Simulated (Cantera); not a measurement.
A freely propagating, adiabatic, planar premixed flame of 33.8 % H₂, 13.0 % O₂, 49.1 % N₂, 4.06 % H₂O, unburnt at 648 K and 760 Torr; unity-Lewis-number transport, grid criteria slope 0.08 and curve 0.16, no radiation.

Detailed kinetics in Cantera: the H2/O2 subset of GRI-Mech 3.0, which has no nitrogen chemistry. Unity Lewis numbers drop preferential diffusion, which matters most where H2 and H carry the flame. Burning velocities carry a grid error of a few per cent, more on coarse grids.

Problem. Predict: laminar burning velocity; thermal thickness; peak x(HO₂); peak x(H₂O₂); peak x(O).

Solution. 
```json
{
 "laminar_burning_velocity": "592 cm/s",
 "thermal_thickness": "0.362 mm",
 "peak x(HO₂)": "0.000246",
 "peak x(H₂O₂)": "5.90e-6",
 "peak x(O)": "0.00890"
}
```
